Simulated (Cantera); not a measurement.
# Ta(OEt)₅ + O₂ (tantalum, niobium, vanadium and zirconium in process gases)

Charge: 1 mol Ta(OEt)₅, a varied amount of O₂, equilibrated at 2525 K and 1 atm.

Equilibrium computed with Cantera from the NASA thermochemical tables; the gas is ideal and each condensed phase is pure. Candidate condensed phases: C, C₆H₆, C₇H₈, C₈H₁₈, H₂O, Ta, TaC, Ta₂O₅; 113 gas species. The feed counts by its element totals alone. Mutual solubility and eutectic melting of coexisting phases are not modelled. TaC: taken at fixed stoichiometry. Condensed phases not in the tables: Ta₂C, N, O or C dissolved in the metal. The numbers say what is thermodynamically allowed, not how fast it happens.

| n(O₂) (mol) | x H₂ | x CO | x H | x C₂H₂ (acetylene) | x H₂O | x TaO₂ | x CO₂ | x TaO | n C(graphite) | n TaC(s) | n Ta(s) | n Ta₂O₅(l) |
|---|---|---|---|---|---|---|---|---|---|---|---|---|
| 0.02 | 0.684 | 0.284 | 0.0230 | 0.00822 | 4.50e-6 | <1e-12 | 2.98e-7 | 1.88e-10 | 3.66 | 1.00 | 0 | 0 |
| 0.03 | 0.684 | 0.285 | 0.0230 | 0.00821 | 4.51e-6 | <1e-12 | 3.00e-7 | 1.89e-10 | 3.64 | 1.00 | 0 | 0 |
| 0.047 | 0.682 | 0.286 | 0.0230 | 0.00819 | 4.52e-6 | <1e-12 | 3.03e-7 | 1.90e-10 | 3.61 | 1.00 | 0 | 0 |
| 0.072 | 0.680 | 0.288 | 0.0230 | 0.00817 | 4.54e-6 | <1e-12 | 3.07e-7 | 1.91e-10 | 3.56 | 1.00 | 0 | 0 |
| 0.11 | 0.678 | 0.291 | 0.0229 | 0.00813 | 4.57e-6 | <1e-12 | 3.13e-7 | 1.93e-10 | 3.48 | 1.00 | 0 | 0 |
| 0.17 | 0.673 | 0.296 | 0.0228 | 0.00808 | 4.61e-6 | <1e-12 | 3.24e-7 | 1.96e-10 | 3.36 | 1.00 | 0 | 0 |
| 0.27 | 0.665 | 0.304 | 0.0227 | 0.00799 | 4.68e-6 | <1e-12 | 3.41e-7 | 2.01e-10 | 3.16 | 1.00 | 0 | 0 |
| 0.41 | 0.655 | 0.314 | 0.0225 | 0.00787 | 4.77e-6 | <1e-12 | 3.65e-7 | 2.08e-10 | 2.88 | 1.00 | 0 | 0 |
| 0.64 | 0.639 | 0.331 | 0.0223 | 0.00767 | 4.90e-6 | <1e-12 | 4.04e-7 | 2.19e-10 | 2.42 | 1.00 | 0 | 0 |
| 0.99 | 0.616 | 0.354 | 0.0219 | 0.00740 | 5.06e-6 | <1e-12 | 4.64e-7 | 2.35e-10 | 1.72 | 1.00 | 0 | 0 |
| 1.5 | 0.585 | 0.386 | 0.0213 | 0.00703 | 5.24e-6 | 1.09e-12 | 5.51e-7 | 2.56e-10 | 0.703 | 1.00 | 0 | 0 |
| 2.4 | 0.543 | 0.430 | 0.0205 | 1.01e-8 | 0.00435 | 0.000704 | 0.000550 | 0.000184 | 0 | 0.346 | 0.634 | 0 |
| 3.6 | 0.535 | 0.439 | 0.0204 | 9.67e-9 | 0.00443 | 0.000753 | 0.000580 | 0.000191 | 0 | 0 | 0.160 | 0.409 |
x: gas mole fraction; n: condensed amount in mol.

From 0.02 mol O₂ to 1.5 mol O₂ the condensed part is C(graphite) + TaC(s). At 2.4 mol O₂ the condensed part is Ta(s) + TaC(s). At 3.6 mol O₂ the condensed part is Ta(s) + Ta₂O₅(l).
